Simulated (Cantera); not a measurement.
# Aluminium nitride and oxide growth: Al + H2O + H2

A closed system holds: 1 mol Al, 0.75 mol H2O, a varied amount of H2, equilibrated at 1573.15 K and 0.00600 bar.

Method: chemical equilibrium by Gibbs-energy minimisation in Cantera with the NASA 1993 tables (ideal gas, pure condensed phases). Candidate condensed phases: Al, Al2O3, H2O; 19 gas species. Mutual solubility and eutectic melting of coexisting phases are not modelled. Kinetics and transport are ignored.

```json
[
 {"n(H2) (mol)": "3.6", "log p H2": "-2.23", "log p Al": "-4.38", "log p Al2O": "-4.42", "log p H": "-5.50", "log p AlH": "-5.53", "n Al(l)": "0.430", "n Al2O3(s)": "0.241"},
 {"n(H2) (mol)": "4.6", "log p H2": "-2.23", "log p Al": "-4.38", "log p Al2O": "-4.42", "log p H": "-5.50", "log p AlH": "-5.53", "n Al(l)": "0.414", "n Al2O3(s)": "0.239"},
 {"n(H2) (mol)": "5.9", "log p H2": "-2.23", "log p Al": "-4.38", "log p Al2O": "-4.42", "log p H": "-5.50", "log p AlH": "-5.53", "n Al(l)": "0.394", "n Al2O3(s)": "0.236"},
 {"n(H2) (mol)": "7.6", "log p H2": "-2.23", "log p Al": "-4.38", "log p Al2O": "-4.42", "log p H": "-5.50", "log p AlH": "-5.53", "n Al(l)": "0.366", "n Al2O3(s)": "0.232"},
 {"n(H2) (mol)": "9.7", "log p H2": "-2.23", "log p Al": "-4.38", "log p Al2O": "-4.42", "log p H": "-5.50", "log p AlH": "-5.53", "n Al(l)": "0.333", "n Al2O3(s)": "0.228"},
 {"n(H2) (mol)": "12", "log p H2": "-2.23", "log p Al": "-4.38", "log p Al2O": "-4.42", "log p H": "-5.50", "log p AlH": "-5.53", "n Al(l)": "0.296", "n Al2O3(s)": "0.223"},
 {"n(H2) (mol)": "16", "log p H2": "-2.23", "log p Al": "-4.38", "log p Al2O": "-4.42", "log p H": "-5.50", "log p AlH": "-5.53", "n Al(l)": "0.232", "n Al2O3(s)": "0.215"},
 {"n(H2) (mol)": "21", "log p H2": "-2.23", "log p Al": "-4.38", "log p Al2O": "-4.42", "log p H": "-5.50", "log p AlH": "-5.53", "n Al(l)": "0.152", "n Al2O3(s)": "0.204"},
 {"n(H2) (mol)": "26", "log p H2": "-2.23", "log p Al": "-4.38", "log p Al2O": "-4.42", "log p H": "-5.50", "log p AlH": "-5.53", "n Al(l)": "0.0720", "n Al2O3(s)": "0.193"},
 {"n(H2) (mol)": "34", "log p H2": "-2.23", "log p Al": "-4.42", "log p Al2O": "-4.48", "log p H": "-5.50", "log p AlH": "-5.57", "n Al(l)": "0", "n Al2O3(s)": "0.185"}
]
```
log p: log10 of the partial pressure in bar; n: condensed amount in mol.

From 3.6 mol H2 to 26 mol H2 the condensed part is Al(l) + Al2O3(s). At 34 mol H2 the condensed part is Al2O3(s). The main Al-bearing gas is Al2O throughout. The share of Al in condensed phases is highest at 3.6 mol H2 (91.2 %) and lowest at 34 mol H2 (36.9 %).
